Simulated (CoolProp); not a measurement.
Vapour-liquid equilibrium of acetone (1) + dimethyl carbonate (2) at 426.6 K; x and y are mole fractions of (1).

Computed with CoolProp (multi-fluid Helmholtz-energy mixture model, Lemmon 2006 and Zhou 2011; pair parameters Bell 2016).

| x | bubble pressure, mixture model (MPa) | bubble pressure, Raoult's law (MPa) | y, mixture model | y, Raoult's law |
|---|---|---|---|---|
| 0.05 | 0.5767 | 0.5740 | 0.103 | 0.106 |
| 0.15 | 0.6463 | 0.6422 | 0.270 | 0.285 |
| 0.25 | 0.7125 | 0.7104 | 0.402 | 0.430 |
| 0.35 | 0.7771 | 0.7786 | 0.514 | 0.549 |
| 0.45 | 0.8413 | 0.8467 | 0.611 | 0.649 |
| 0.55 | 0.9061 | 0.9149 | 0.697 | 0.734 |
| 0.65 | 0.9724 | 0.9831 | 0.775 | 0.808 |
| 0.75 | 1.041 | 1.051 | 0.846 | 0.872 |
| 0.85 | 1.111 | 1.119 | 0.912 | 0.928 |
| 0.95 | 1.184 | 1.188 | 0.972 | 0.977 |

The largest gap from Raoult's law is -1.1 % in bubble pressure, at x = 0.65. No azeotrope shows between x = 0.05 and 0.95.

The pair parameters rest on a limited set of measurements; away from them the model extrapolates. The gap from Raoult's law changes sign with composition, which may be real or a fault of the pair parameters; it wasn't checked against measurements.
